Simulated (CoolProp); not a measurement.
Vapour-liquid equilibrium of isohexane (1) + n-hexane (2) at 4.92 kPa; x and y are mole fractions of (1).

Model: multi-fluid Helmholtz-energy mixture model, Lemmon 2006 and Thol 2019; pair parameters Bell 2016, in CoolProp.

Task: Give the bubble temperature and the first vapour's composition at x = 0.05, 0.45, 0.75. Is there an azeotrope?

Result: x = 0.05: 268.9 K, y = 0.075; x = 0.45: 265.5 K, y = 0.555; x = 0.75: 263.4 K, y = 0.817. No azeotrope shows between x = 0.05 and 0.95.

Pair parameters are fitted to limited data, so mixtures are less certain than the pure fluids.
